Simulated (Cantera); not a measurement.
**Tantalum, niobium, vanadium and zirconium in process gases: V + N₂**

Charge: 1 mol V, 45 mol N₂, equilibrated at 2400 °C and 88.0 Pa.

These are equilibrium values from Cantera (NASA tables, ideal gas, pure condensed phases), not measurements of a reactor. Candidate condensed phases: V, VN; 4 gas species. Kinetics and transport are ignored.

The x(N₂) comes out as 0.978. The x(V) is 0.0217. The x(N) is 4.36e-5 and the x(VN) is 1.00e-6. The gas amount is 46.00 mol and the log10 activity of V(l) (absent) is -2.25.
